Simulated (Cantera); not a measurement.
**Ignition delay**

Mixture: 7.30 % CH4, 23.2 % O2, 69.5 % N2, equivalence ratio 0.63, at 760 Torr, adiabatic and at constant volume. Ignition delay is the time to a rise of 400 K.

Cantera simulation using GRI-Mech 3.0 (53 species, 325 reactions); the numbers are that mechanism's predictions, not measurements.

```csv
T0 (K),delay (ms)
1198,29.0
1248,14.4
1298,7.44
1348,4.01
1398,2.25
1448,1.32
1498,0.813
1548,0.520
1598,0.346
1648,0.238
```

- apparent activation energy between 1548 and 1648 K = 170 kJ/mol
